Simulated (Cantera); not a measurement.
Standard-state values (1 bar) from the NASA 1993 polynomials, evaluated with Cantera. Values are per mole of reaction as written; species without (g) are pure solids or liquids, kept so even where they would boil at 1 bar. The tables' values for C2F4 are old estimates.

CF4(g) ⇌ CF2(g) + F2(g)

```csv
T (K),ΔH° (kJ),ΔS° (J/K),ΔG° (kJ),log10 K
573,…,…,…,…
598,751.8,184.3,641.6,-56.04
623,…,…,…,…
648,751.6,184.0,632.4,-50.98
673,751.5,183.9,627.8,-48.73
698,751.4,183.7,623.2,-46.64
723,751.3,183.6,618.6,-44.69
748,751.2,183.4,614.0,-42.88
```

Fill in the missing entries.


- 573, ΔH° (kJ): 751.9
- 573, ΔS° (J/K): 184.4
- 573, ΔG° (kJ): 646.2
- 573, log10 K: -58.91
- 623, ΔH° (kJ): 751.7
- 623, ΔS° (J/K): 184.1
- 623, ΔG° (kJ): 637.0
- 623, log10 K: -53.41
